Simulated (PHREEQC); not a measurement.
0.01 g of hydrous ferric oxide (600 m²/g; 0.2 weak and 0.005 strong sites per Fe, Dzombak-Morel constants, diffuse double layer) in 1 kg of water with 0.001 mol/kgw of an inert sodium salt and 1.1e-05 mol ZnSO4, 9.3e-06 mol CuSO4 and 6.6e-06 mol PbCl2, at 25 °C; the pH is set by adding NaOH or the inert anion's acid. O2 is buffered at 0.21 atm. No CO2 enters from the air. No solid was allowed to form.

Equilibrium calculation in PHREEQC: ion-association model, wateq4f.dat.

```
pH    S sorbed (%)  Zn sorbed (%)  Cu sorbed (%)  Pb sorbed (%)  surface charge σ (C/m²)  surface potential ψ (mV)
----  ------------  -------------  -------------  -------------  -----------------------  ------------------------
4             47.2            0.0            0.1            4.5                    0.025                       130
4.5           41.3            0.0            0.3            7.6                    0.022                       125
5             32.9            0.0            2.0            9.0                    0.019                       117
5.5           24.0            0.0           11.7           13.9                    0.016                       109
6             18.3            0.2           36.0           28.5                    0.015                       105
6.5           15.7            0.4           55.7           46.6                    0.015                       106
7             10.9            0.9           56.4           64.6                    0.015                       105
7.5            4.0            3.3           41.6           83.0                    0.012                        95
8              0.8           12.2           26.3           92.7                    0.008                        77
8.5            0.1           24.4           14.2           95.8                    0.005                        59
9              0.0           28.3            9.8           97.7                    0.003                        35
9.5            0.0           28.4            8.8           98.7                    0.001                         7
10             0.0           27.9            8.6           99.0                   -0.002                       -22
10.5           0.0           26.8            8.6           99.0                   -0.005                       -51
11             0.0           24.3            9.1           98.3                   -0.013                       -82
11.5           0.0           18.4           10.0           95.3                   -0.034                      -112
12             0.0            9.0           10.2           77.5                   -0.100                      -141
```

The database's constant for dissolved Cu(OH)2 is higher than later reviews accept.
